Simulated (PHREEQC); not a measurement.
A solution holds 0.00034 mol/kgw H2SeO3, 0.0071 mol/kgw HCl and 0.00045 mol/kgw FeCl3, at 25 °C. It is in equilibrium with CO2 at log p = -3.4 (atm). Otherwise closed; pH follows from the charge balance.

Computed with PHREEQC (ion-association model, wateq4f.dat).

No solid was allowed to form.

Task: Order these Fe species by the share of Fe that they hold, largest first: Fe+3, Fe(OH)2+, Fe2(OH)2+4, FeOH+2, FeCl+2.

Result: Fe+3 (55 %), FeOH+2 (35 %), FeCl+2 (8.3 %), Fe(OH)2+ (1.3 %), Fe2(OH)2+4 (0.67 %)

The pH is 2.17 and the ionic strength 0.00943 mol/kgw. The solution is supersaturated, for example in Hematite (slow to form), Goethite (slow to form), so a real one may precipitate; this is no full list. Complexes and solids missing from the database can't appear.
